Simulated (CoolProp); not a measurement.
Vapour-liquid equilibrium of CF4 (R14) (1) + R13 (2) at 0.597 MPa; x and y are mole fractions of (1).

Computed with CoolProp (multi-fluid Helmholtz-energy mixture model, Platzer 1990 and Platzer 1990; pair parameters Bell 2016). This equation is an older, rougher fit; its heat capacities, sound speeds and derivatives of the liquid may be far off and weren't checked against measurements.

Task: Give the bubble temperature and the first vapour's composition at x = 0.65, 0.8, 0.95. Is there an azeotrope?

Result: x = 0.65: -88.3 °C, y = 0.940; x = 0.8: -92.2 °C, y = 0.969; x = 0.95: -95.7 °C, y = 0.993. No azeotrope shows between x = 0.05 and 0.95.

The pair parameters rest on a limited set of measurements; away from them the model extrapolates.
